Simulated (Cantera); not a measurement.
A freely propagating, adiabatic, planar premixed flame of CH₄ : O₂ : N₂ = 1 : 1.82 : 6.84 (molar parts), unburnt at 425 K and 7500 Torr; unity-Lewis-number transport, grid criteria slope 0.08 and curve 0.16, no radiation.

Detailed kinetics in Cantera: GRI-Mech 3.0 (53 species, 325 reactions). Unity Lewis numbers drop preferential diffusion, which matters most where H2 and H carry the flame. Burning velocities carry a grid error of a few per cent, more on coarse grids.

Problem. Predict: laminar burning velocity; thermal thickness; peak x(HCO); peak x(HCN); peak x(HO₂); peak x(H).

Solution. 
```
Item                          Value
------------------------  ---------
laminar burning velocity  19.2 cm/s
thermal thickness          0.104 mm
peak x(HCO)                 9.82e-6
peak x(HCN)                 1.56e-5
peak x(HO₂)                 7.26e-5
peak x(H)                   0.00250
```
